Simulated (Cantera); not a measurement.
A closed system holds: 1 mol SiCl₄, 7.7 mol NH₃, 11 mol N₂, equilibrated at 1.00 bar.

Equilibrium computed with Cantera from the NASA thermochemical tables; the gas is ideal and each condensed phase is pure. Candidate condensed phases: NH₄Cl, Si, Si₃N₄; 28 gas species. Kinetics and transport are ignored. All values below are at 973 K.

Base state: N₂ 0.513, H₂ 0.348, HCl 0.138, SiCl₄ 0.00157, NH₃ 0.000103, SiHCl₃ 2.23e-5 (mole fractions); condensed: Si₃N₄(s).

Problem. What changes in the equilibrium state with this change: SiCl₄ replaced by SiF₄?

Solution. 
```
species          before     after
-------------  --------  --------
N₂                0.513     0.542
H₂                0.348     0.421
SiF₄                  0    0.0364
HCl               0.138         0
SiCl₄           0.00157         0
HF                    0  0.000274
SiHF₃                 0   7.66e-5
SiHCl₃          2.23e-5         0
NH₃            0.000103  0.000141
Si₃N₄(s), mol     0.319  0.000449
```
